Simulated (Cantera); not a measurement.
Charge: 1 mol SiCl4, 23 mol NH3, 1.1 mol N2, held at 0.0133 bar.

Method: chemical equilibrium by Gibbs-energy minimisation in Cantera with the NASA 1993 tables (ideal gas, pure condensed phases). Candidate condensed phases: NH4Cl, Si, Si3N4; 28 gas species. The tables' values for SiCl, SiCl3, SiN are old estimates; treat these amounts as uncertain. Gases not in the tables: Si2H6 and higher silanes. The numbers say what is thermodynamically allowed, not how fast it happens. All values below are at 1627 °C.

Base state: H2 0.669, N2 0.256, HCl 0.0554, SiCl2 0.0124, H 0.00562, Si 0.000946, SiCl 0.000365, Cl 0.000352 (mole fractions); condensed: Si(l).

Question: What changes in the equilibrium state with this change: pressure from 0.0133 bar to 0.00133 bar?

Answer: 
| species | before | after |
|---|---|---|
| H2 | 0.669 | 0.653 |
| N2 | 0.256 | 0.252 |
| HCl | 0.0554 | 0.0563 |
| H | 0.00562 | 0.0176 |
| Si | 0.000946 | 0.00774 |
| SiCl2 | 0.0124 | 0.0108 |
| Si2 | 7.60e-6 | 5.09e-5 |
| SiCl3 | 3.24e-5 | 9.13e-6 |
| Si(l), mol | 0.310 | 0 |
The tables' values for SiCl, SiN are old estimates; treat these amounts as uncertain.
